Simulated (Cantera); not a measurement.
A perfectly stirred reactor is fed with H2 : O2 : N2 = 1.8 : 1 : 1.1 (molar parts), at 135 Torr; it is held at 1350 K, and followed from long to short residence time.

Detailed kinetics in Cantera: the H2/O2 subset of GRI-Mech 3.0, which has no nitrogen chemistry. The temperature is held fixed by assumption; the heat of reaction is taken as removed at once.

Problem. Predict: x(H2) at τ = 26.0 s; x(O2) at τ = 26.0 s; x(O) at τ = 26.0 s; x(OH) at τ = 26.0 s; x(H2O2) at τ = 26.0 s; x(H2) at τ = 0.130 s; x(O2) at τ = 0.130 s; x(O) at τ = 0.130 s; x(OH) at τ = 0.130 s; x(H2O2) at τ = 0.130 s.

Solution. 
```json
{
 "x(H2) at τ = 26.0 s": "0.000129",
 "x(O2) at τ = 26.0 s": "0.0333",
 "x(O) at τ = 26.0 s": "1.10e-5",
 "x(OH) at τ = 26.0 s": "0.000334",
 "x(H2O2) at τ = 26.0 s": "1.34e-7",
 "x(H2) at τ = 0.130 s": "0.00416",
 "x(O2) at τ = 0.130 s": "0.0348",
 "x(O) at τ = 0.130 s": "0.000405",
 "x(OH) at τ = 0.130 s": "0.00198",
 "x(H2O2) at τ = 0.130 s": "1.41e-6"
}
```
